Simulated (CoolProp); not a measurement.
Vapour pressure (MPa) of oxygen: the reference equation beside estimates from Tc = 154.6 K, pc = 5.046 MPa, ω = 0.022. Clausius-Clapeyron is anchored at 115.8 K with a constant enthalpy of vaporisation of 5.787 kJ/mol.

The numbers come from the reference Helmholtz-energy equation of state, Schmidt 1985 in CoolProp.

| T (K) | reference | Lee-Kesler | Clausius-Clapeyron | van der Waals | Redlich-Kwong | Soave-Redlich-Kwong | Peng-Robinson |
|---|---|---|---|---|---|---|---|
| 113.2 | 0.6733 | 0.6738 | ? | 1.268 | 0.6379 | 0.6757 | 0.6761 |
| 115.8 | 0.7944 | 0.7951 | 0.7944 | 1.417 | 0.7621 | 0.7987 | 0.7977 |
| 118.4 | 0.9306 | 0.9314 | 0.9065 | 1.576 | 0.9024 | 0.9372 | 0.9345 |
| 121.1 | 1.089 | 1.090 | 1.033 | 1.754 | 1.066 | 1.098 | 1.094 |
| 123.7 | 1.259 | 1.260 | 1.166 | 1.936 | 1.243 | 1.272 | 1.265 |
| 126.3 | 1.447 | 1.448 | 1.309 | 2.130 | 1.438 | 1.463 | 1.455 |
| 128.9 | 1.655 | 1.655 | 1.463 | 2.336 | 1.653 | 1.675 | 1.664 |
| 131.6 | 1.893 | 1.891 | 1.635 | 2.562 | 1.899 | 1.917 | 1.903 |
| 134.2 | ? | 2.141 | 1.811 | 2.793 | 2.159 | 2.171 | 2.156 |
| 136.8 | 2.417 | 2.414 | 1.999 | 3.036 | 2.441 | 2.449 | 2.433 |
| 139.4 | 2.715 | 2.711 | ? | 3.291 | 2.746 | 2.751 | 2.733 |

Q: What belongs in the gaps?

A: 
- 113.2, Clausius-Clapeyron: 0.6920
- 134.2, reference: 2.143
- 139.4, Clausius-Clapeyron: 2.198

Absolute difference from the reference over all 11 rows, mean and median: Lee-Kesler 0.1 and 0.1 %, Clausius-Clapeyron 9.5 and 9.5 %, van der Waals 50.2 and 47.2 %, Redlich-Kwong 1.8 and 1.1 %, Soave-Redlich-Kwong 1.0 and 1.1 %, Peng-Robinson 0.5 and 0.5 %.
